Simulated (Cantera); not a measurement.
An isothermal, constant-pressure homogeneous reactor starts with 1.67 % CH₄, 98.3 % H₂, at 1700 K and 42.8 Torr.

Detailed kinetics in Cantera: GRI-Mech 3.0 (53 species, 325 reactions). GRI-Mech 3.0 stops at C3 and has no aromatics, soot or wall deposition, so with more carbon than oxygen in the feed, carbon stays in small species such as C2H2 where larger ones or solid carbon would form.

One state of this run: x CH₄ = 0.00190; x H₂ = 0.990; x C₂H₄ = 2.00e-5; x C₂H₂ = 0.00725; x C₂H₆ = 1.52e-8; x C₂H = 2.51e-8. x: mole fraction; the columns are a selection and need not sum to one.

Task: Which value of t (s) does it belong to?
A) 7.00e-5
B) 0.658
C) 6.47
D) 0.00678

Result: C, 6.47
